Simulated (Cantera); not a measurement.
A Cantera script and what it prints.

```python
import numpy as np
import cantera as ct

gas_names = """
    CL CL2 H HCL H2 N NH NH2 NH3 N2 N2H2 N2H4 Ti TiCL TiCL2 TiCL3 TiCL4
""".split()
cond_names = """
    NH4CL(a) NH4CL(b) Ti(a) Ti(b) Ti(L) TiCL2(s) TiCL3(s) TiCL4(L) TiN(s) TiN(L)
""".split()


def load(file, names, dense=False):
    # The tables refer to 1 bar. Condensed volumes are neglected.
    table = {s.name: s for s in ct.Species.list_from_file(file)}
    out = []
    for n in names:
        d = dict(table[n].input_data)
        d["thermo"] = dict(d["thermo"], **{"reference-pressure": 1e5})
        if dense:
            d["equation-of-state"] = {"model": "constant-volume", "density": "1e6 g/cm^3"}
        out.append(ct.Species.from_dict(d))
    return out


gas = ct.Solution(thermo="ideal-gas", species=load("nasa_gas.yaml", gas_names))
cond = {s.name: ct.Solution(thermo="fixed-stoichiometry", species=[s], name=s.name)
        for s in load("nasa_condensed.yaml", cond_names, dense=True)}
atoms = {
    'TiN': {'Ti': 1, 'N': 1},
    'HCl': {'H': 1, 'CL': 1},
    'N2': {'N': 2},
}
top_T = {'TiCL2(s)': 1300, 'TiCL3(s)': 1000}  # K; cautious upper limits of use, not melting points


def equilibrate(T, P, feed):
    n = {}
    for name, mol in feed.items():
        for a, k in atoms[name].items():
            n[a] = n.get(a, 0.0) + k * mol
    gas.TPX = T, P, n
    mass = sum(n.values()) * gas.mean_molecular_weight
    gas.equilibrate("TP")
    valid = [c for c in cond.values() if c.min_temp <= T <= top_T.get(c.name, c.max_temp)]
    mix = ct.Mixture([(gas, mass / gas.mean_molecular_weight)] + [(c, 0.0) for c in valid])
    mix.T, mix.P = T, P
    mix.equilibrate("TP", solver="vcs", rtol=1e-11, max_steps=5000)
    return mix


results = []
feed = {'TiN': 1, 'HCl': 79, 'N2': 1.5}  # mol
P = 133.322  # Pa
for T in [1398, 1448, 1498, 1548, 1598, 1648, 1698, 1748, 1798, 1848, 1898, 1948, 1998]:
    mix = equilibrate(T, P, feed)
    results.append((T, P, feed, dict(zip(mix.species_names, mix.species_moles))))

top = {s: max(r[3][s] / sum(r[3][g] for g in gas_names) for r in results) for s in gas_names}
cols = sorted((s for s in top if top[s] > 0.0001), key=lambda s: -top[s])[:7]
seen = [c for c in cond_names if any(r[3].get(c, 0) > 1e-12 for r in results)]
print("log10 of partial pressures in bar; condensed amounts in mol")
print(f"{'T/K':>10s}" + "".join(f"{s[:9]:>10s}" for s in cols + seen))
for T, P, feed, n in results:
    ng = sum(n[g] for g in gas_names)
    print(f"{T:10.4g}" + "".join(f"{np.log10(max(n[s] / ng * P / 1e5, 1e-99)):10.3f}" for s in cols)
          + "".join(f"{n.get(c, 0):10.4g}" for c in seen))
```

It prints:

```
log10 of partial pressures in bar; condensed amounts in mol
       T/K       HCL        CL        H2        N2         H     TiCL3     TiCL4
      1398    -2.902    -6.052    -4.518    -4.478    -7.584    -5.173    -5.004
      1448    -2.902    -5.765    -4.524    -4.479    -7.297    -5.086    -5.076
      1498    -2.903    -5.499    -4.525    -4.479    -7.027    -5.017    -5.158
      1548    -2.904    -5.254    -4.518    -4.480    -6.771    -4.963    -5.249
      1598    -2.906    -5.030    -4.502    -4.481    -6.525    -4.922    -5.350
      1648    -2.908    -4.827    -4.474    -4.482    -6.287    -4.891    -5.459
      1698    -2.912    -4.644    -4.435    -4.483    -6.057    -4.870    -5.577
      1748    -2.918    -4.479    -4.385    -4.485    -5.834    -4.857    -5.703
      1798    -2.925    -4.330    -4.328    -4.488    -5.618    -4.852    -5.837
      1848    -2.934    -4.196    -4.267    -4.491    -5.409    -4.856    -5.979
      1898    -2.946    -4.074    -4.203    -4.495    -5.209    -4.870    -6.128
      1948    -2.961    -3.963    -4.140    -4.500    -5.017    -4.895    -6.286
      1998    -2.978    -3.861    -4.079    -4.506    -4.834    -4.933    -6.455
```

Equilibrium computed with Cantera from the NASA thermochemical tables; the gas is ideal and each condensed phase is pure. The tables' values for TiCl2 are old estimates; treat these amounts as uncertain.
